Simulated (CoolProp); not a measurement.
Aqueous calcium chloride as a coolant, 6 % by mass, freezing at -2.9 °C, 1 atm.

Computed with CoolProp (Melinder's fits for secondary coolants).

| T (°C) | conductivity (W/(m K)) | density (kg/m³) | Prandtl number | viscosity (mPa s) |
|---|---|---|---|---|
| 1.4 | 0.561 | 1052 | 13.1 | 1.93 |
| 6.5 | 0.569 | 1050 | 11.1 | 1.66 |
| 11.6 | 0.578 | 1050 | 9.50 | 1.44 |
| 16.6 | 0.586 | 1049 | 8.26 | 1.27 |
| 21.7 | 0.594 | 1048 | 7.24 | 1.12 |
| 26.8 | 0.603 | 1047 | 6.40 | 1.00 |
| 31.8 | 0.611 | 1046 | 5.71 | 0.907 |
| 36.9 | 0.619 | 1043 | 5.12 | 0.821 |
